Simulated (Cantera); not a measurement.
A Cantera script and what it prints.

```python
import numpy as np
import cantera as ct

gas_names = [...]  # 143 gases of nasa_gas.yaml made of C, Cl, F, H, Si
cond_names = """
    C(gr) C6H6(L) C7H8(L) C8H18(L),n-octa Si(cr) Si(L) SiC(b)
""".split()


# ... load() reads the species with a 1 bar reference pressure and builds the phases ...
atoms = {
    'SiF4': {'Si': 1, 'F': 4},
    'HCl': {'H': 1, 'CL': 1},
    'H2': {'H': 2},
    'C3H8': {'C': 3, 'H': 8},
}
top_T = {'C(gr)': 4500, 'SiC(b)': 3050}  # K; cautious upper limits of use, not melting points


# ... equilibrate(T, P, feed) seeds the gas with the atoms and calls Mixture.equilibrate('TP', solver="vcs", rtol=1e-11, max_steps=5000) ...
results = []
feed = {'SiF4': 1, 'HCl': 0.061, 'H2': 7.6, 'C3H8': 0.008}  # mol
T = 1050  # K
for P in [100, 270, 720, 1900, 5200, 14000, 37000, 100000]:
    mix = equilibrate(T, P, feed)
    results.append((T, P, feed, dict(zip(mix.species_names, mix.species_moles))))

top = {s: max(r[3][s] / sum(r[3][g] for g in gas_names) for r in results) for s in gas_names}
cols = sorted((s for s in top if top[s] > 1e-05), key=lambda s: -top[s])[:9]
seen = [c for c in cond_names if any(r[3].get(c, 0) > 1e-12 for r in results)]
print("log10 of partial pressures in bar; condensed amounts in mol")
print(f"{'P/Pa':>10s}" + "".join(f"{s[:9]:>10s}" for s in cols + seen))
for T, P, feed, n in results:
    ng = sum(n[g] for g in gas_names)
    print(f"{P:10.4g}" + "".join(f"{np.log10(max(n[s] / ng * P / 1e5, 1e-99)):10.3f}" for s in cols)
          + "".join(f"{n.get(c, 0):10.4g}" for c in seen))
```

Result:

```
log10 of partial pressures in bar; condensed amounts in mol
      P/Pa        H2      SiF4       HCL       CH4        HF     SiHF3      SiF3     C(gr)    SiC(b)
       100    -3.057    -3.942    -5.154    -7.356    -6.056    -6.270    -6.656   0.02336 0.0002534
       270    -2.626    -3.511    -4.722    -6.493    -5.682    -5.781    -6.383   0.02297         0
       720    -2.200    -3.085    -4.296    -5.642    -5.274    -5.338    -6.153   0.02125         0
      1900    -1.779    -2.663    -3.875    -4.799    -4.863    -4.905    -5.930   0.01674         0
      5200    -1.342    -2.225    -3.437    -3.926    -4.434    -4.460    -5.704  0.004244         0
   1.4e+04    -0.912    -1.794    -3.007    -3.412    -4.008    -4.026    -5.484         0         0
   3.7e+04    -0.490    -1.372    -2.584    -2.990    -3.589    -3.601    -5.270         0         0
     1e+05    -0.058    -0.941    -2.153    -2.558    -3.159    -3.167    -5.053         0         0
```

Cantera equilibrium calculation (NASA polynomials, part measured and part estimated; ideal gas, pure solids and liquids). The tables' values for SiF3 are old estimates; treat these amounts as uncertain.
